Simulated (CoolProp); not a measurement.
The fluid at 493.82 K and 2.11 MPa is throttled through a valve to 0.444 MPa with no heat exchange. The same conditions are run with several fluids, on thermodynamics alone (safety and materials aside).

Computed with CoolProp (reference Helmholtz-energy equation of state of each fluid (CF4 (R14): Platzer 1990; R507A: Lemmon 2003; R141b: Lemmon 2006; hydrogen chloride: Thol 2018; R1336mzz(Z): McLinden 2020)). The equations of Platzer and Polt are older, rougher fits. Blends and air are pseudo-pure fits.

Task: Rank CF4 (R14), R507A, R141b, hydrogen chloride, R1336mzz(Z) by temperature change (K), highest first.

Result: CF4 (R14) (-2.8), R507A (-6.5), hydrogen chloride (-9.6), R1336mzz(Z) (-14.0), R141b (-16.5)

| fluid | final density (kg/m³) |
|---|---|
| CF4 (R14) | 9.57 |
| R507A | 11.0 |
| R141b | 13.6 |
| hydrogen chloride | 4.04 |
| R1336mzz(Z) | 19.1 |
